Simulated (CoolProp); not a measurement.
Vapour-liquid equilibrium of R22 (1) + n-hexane (2) at -15.85 °C; x and y are mole fractions of (1).

Computed with CoolProp (multi-fluid Helmholtz-energy mixture model, Kamei 1995 and Thol 2019; pair parameters Bell 2016).

Task: Give the bubble pressure and the first vapour's composition at x = 0.2, 0.35, 0.5. Is there an azeotrope?

Result: x = 0.2: 0.09400 MPa, y = 0.977; x = 0.35: 0.1442 MPa, y = 0.987; x = 0.5: 0.1803 MPa, y = 0.991. No azeotrope shows between x = 0.05 and 0.95.

Pair parameters are fitted to limited data, so mixtures are less certain than the pure fluids. With so large a gap from Raoult's law the liquid may split in two, which this calculation doesn't test in full.
